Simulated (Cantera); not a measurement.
What does this Cantera script print?

```python
import numpy as np
import cantera as ct

gas_names = """
    C2H6 H2
""".split()
cond_names = """
    Ti(a) Ti(b) Ti(L) TiC(s) TiC(L)
""".split()


# ... load() reads the species with a 1 bar reference pressure and builds the phases ...
species = {s.name: s for s in load("nasa_gas.yaml", gas_names) + load("nasa_condensed.yaml", cond_names)}
# Each term lists the table entries of one substance; the one whose range holds T is used.
reactions = {
    'C2H6(g) + 2 Ti = 2 TiC + 3 H2(g)':
        [(-1, ['C2H6']), (-2, ['Ti(a)', 'Ti(b)', 'Ti(L)']), (2, ['TiC(s)', 'TiC(L)']), (3, ['H2'])],
}


def pick(names, T):
    return next(species[n] for n in names if species[n].thermo.min_temp <= T <= species[n].thermo.max_temp)


results = []
for label, terms in reactions.items():
    print(label)
    print("     T/K   dH/kJ  dS/(J/K)   dG/kJ   log10 K")
    for T in [1600, 1700, 1800, 1900, 2000, 2100, 2200, 2300, 2400, 2500, 2600]:
        used = [(nu, pick(names, T)) for nu, names in terms]
        dH = sum(nu * s.thermo.h(T) for nu, s in used) / 1e6
        dS = sum(nu * s.thermo.s(T) for nu, s in used) / 1e3
        dG = dH - T * dS / 1e3
        logK = -dG * 1e6 / (ct.gas_constant * T * np.log(10))
        results.append((label, T, dH, dS, dG, logK, [s.name for _, s in used]))
        print(f"{T:8g} {dH:8.1f} {dS:8.1f} {dG:8.1f} {logK:8.2f}")
```

Result:

```
C2H6(g) + 2 Ti = 2 TiC + 3 H2(g)
     T/K   dH/kJ  dS/(J/K)   dG/kJ   log10 K
    1600   -270.5    187.3   -570.1    18.61
    1700   -271.5    186.7   -588.8    18.09
    1800   -272.8    185.9   -607.5    17.63
    1900   -274.4    185.1   -626.0    17.21
    2000   -306.1    168.7   -643.6    16.81
    2100   -309.2    167.3   -660.4    16.43
    2200   -312.1    165.9   -677.1    16.08
    2300   -314.9    164.7   -693.6    15.75
    2400   -317.5    163.6   -710.0    15.45
    2500   -319.9    162.6   -726.3    15.18
    2600   -322.1    161.7   -742.5    14.92
```

Standard-state values (1 bar) from the NASA 1993 polynomials, evaluated with Cantera. TiC: taken at fixed stoichiometry. Condensed species are held in their standard states even where they would react or evaporate.
